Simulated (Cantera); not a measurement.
A perfectly stirred reactor is fed with 7.38 % CO, 9.59 % H2, 1.77 % CH4, 17.0 % O2, 64.2 % N2, equivalence ratio 0.71, at 0.310 bar; it is adiabatic with a 550 K inlet, and is followed from long to short residence time, starting on the burning branch (τ in s: 0.15, 0.064, 0.028, 0.012, 0.0052, 0.0023, 0.00099, 0.00043, 0.00019, 8.1e-05).

Computed with Cantera and GRI-Mech 3.0 (53 species, 325 reactions).

One state of this run: T (K) = 2067; x CO = 0.0110; x H2 = 0.00337; x CH4 = 2.79e-6; x H = 0.00187; x NO = 0.000322; x OH = 0.00837. x: mole fraction; the columns are a selection and need not sum to one.

Problem. Which value of τ (s) does it belong to?
A. 0.15
B. 8.1e-5
C. 0.028
D. 0.00043

Solution. C, 0.028
